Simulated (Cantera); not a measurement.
Feed: 1 mol Al2O3, 0.36 mol HCl, held at 100 Torr.

Equilibrium computed with Cantera from the NASA thermochemical tables; the gas is ideal and each condensed phase is pure. Candidate condensed phases: Al, AlCl3, Al2O3, H2O; 29 gas species. Kinetics and transport are ignored. All values below are at 1425 K.

Base state: HCl 0.993, H2O 0.00332, AlCl3 0.00221, Cl 0.000734, H2 0.000428, Cl2 6.09e-5 (mole fractions); condensed: Al2O3(s).

What changes in the equilibrium state with this change: pressure from 100 Torr to 518 Torr?


```
species          before     after
-------------  --------  --------
HCl               0.993     0.992
H2O             0.00332   0.00460
AlCl3           0.00221   0.00307
Cl             0.000734  0.000393
H2             0.000428  0.000287
Cl2             6.09e-5   9.05e-5
Al2O3(s), mol     1.000     0.999
```
